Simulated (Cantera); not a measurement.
Standard-state values (1 bar) from the NASA 1993 polynomials, evaluated with Cantera. Values are per mole of reaction as written; species without (g) are pure solids or liquids, kept so even where they would boil at 1 bar. FeO: taken at fixed stoichiometry.

4 H2O(g) + 2 Fe2O3 = 4 Fe(OH)2 + O2(g)

```csv
T (K),ΔH° (kJ),ΔS° (J/K),ΔG° (kJ),log10 K
900,350.7,-315.9,635.0,-36.86
975,353.8,-312.7,658.6,-35.28
1050,___,___,___,___
1125,363.6,-303.3,704.8,-32.73
1200,369.0,-298.7,727.4,-31.66
1275,374.4,-294.3,749.6,-30.71
1350,379.8,-290.2,771.6,-29.85
1425,385.0,-286.5,793.2,-29.07
1500,___,___,___,___
```

### Question
What belongs in the gaps?

### Answer

- 1050, ΔH° (kJ): 358.4
- 1050, ΔS° (J/K): -308.1
- 1050, ΔG° (kJ): 681.9
- 1050, log10 K: -33.92
- 1500, ΔH° (kJ): 390.0
- 1500, ΔS° (J/K): -283.0
- 1500, ΔG° (kJ): 814.5
- 1500, log10 K: -28.36
